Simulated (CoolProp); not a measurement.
Vinyl chloride at 250.66 K and 0.0334 MPa is compressed adiabatically to 0.261 MPa with isentropic efficiency 0.85. Each further row changes one setting.

Computed with CoolProp (reference Helmholtz-energy equation of state, Thol 2022).

```json
[
 {"case": "as stated", "work (kJ/kg)": "?", "final temperature (K)": "?", "final density (kg/m³)": "5.57"},
 {"case": "efficiency 1", "work (kJ/kg)": "?", "final temperature (K)": "347.4", "final density (kg/m³)": "?"},
 {"case": "efficiency 0.65", "work (kJ/kg)": "?", "final temperature (K)": "?", "final density (kg/m³)": "?"}
]
```

Q: What belongs in the gaps?

A: 
- as stated, work (kJ/kg): 94.1
- as stated, final temperature (K): 361.7
- efficiency 1, work (kJ/kg): 80.0
- efficiency 1, final density (kg/m³): 5.82
- efficiency 0.65, work (kJ/kg): 123
- efficiency 0.65, final temperature (K): 390.0
- efficiency 0.65, final density (kg/m³): 5.13
